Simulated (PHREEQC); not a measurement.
A solution holds 7.3 mmol/kgw Cu(NO3)2, 0.37 mmol/kgw HCl and 0.26 mmol/kgw H3BO3, at 25 °C. Closed to the air; pH follows from the charge balance.

All values are PHREEQC results (ion-association model, phreeqc.dat), not measurements.

```
Property                      Result
--------------------  --------------
pH                              3.48
ionic strength        0.0223 mol/kgw
specific conductance      1740 µS/cm
total alkalinity       -0.370 meq/kg
```

| species | molality | activity | log γ |
|---|---|---|---|
| NO3- | 0.0146 | 0.0125 | -0.066 |
| Cu+2 | 0.00730 | 0.00424 | -0.235 |
| H+ | 0.000370 | 0.000328 | -0.053 |
| Cl- | 0.000366 | 0.000316 | -0.064 |
| H3BO3 | 0.000260 | 0.000261 | 0.002 |
| CuCl+ | 4.17e-6 | 3.60e-6 | -0.064 |
| CuOH+ | 1.50e-7 | 1.29e-7 | -0.064 |
| Cu2(OH)2+2 | 1.31e-8 | 7.33e-9 | -0.251 |

Precipitation was switched off in this run. Complexes and solids missing from the database can't appear.
